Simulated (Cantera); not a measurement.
A closed system holds: 1 mol Mg(OH)2, 0.077 mol H2, 2.5 mol O2, 6.8 mol H2O, at 1448.15 K and 1.10 mbar.

Cantera equilibrium calculation (NASA polynomials, part measured and part estimated; ideal gas, pure solids and liquids). Candidate condensed phases: H2O, Mg, MgO, Mg(OH)2; 15 gas species. Kinetics and transport are ignored.

Base state: H2O 0.761, O2 0.238, OH 0.000766, H2 4.34e-5, O 2.87e-5 (mole fractions); condensed: MgO(s).

Q: What changes in the equilibrium state with this change: Mg(OH)2 replaced by CsOH?

A: 
```
species        before     after
-----------  --------  --------
H2O             0.761     0.665
O2              0.238     0.238
CsOH                0    0.0958
Cs                  0  0.000855
H2            4.34e-5   3.79e-5
OH           0.000766  0.000716
O             2.87e-5   2.88e-5
MgO(s), mol     1.000         0
```
Further candidate phases: Cs, CsOH.
